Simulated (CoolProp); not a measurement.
Vapour-liquid equilibrium of propane (1) + R113 (2) at -29.95 °C; x and y are mole fractions of (1).

Computed with CoolProp (multi-fluid Helmholtz-energy mixture model, Lemmon 2009 and Marx 1992; pair parameters Bell 2016).

Q: Give the bubble pressure and the first vapour's composition at x = 0.275, 0.8, 0.95. Is there an azeotrope?

A: x = 0.275: 0.6072 bar, y = 0.964; x = 0.8: 1.374 bar, y = 0.994; x = 0.95: 1.598 bar, y = 0.998. No azeotrope shows between x = 0.05 and 0.95.

The pair parameters rest on a limited set of measurements; away from them the model extrapolates.
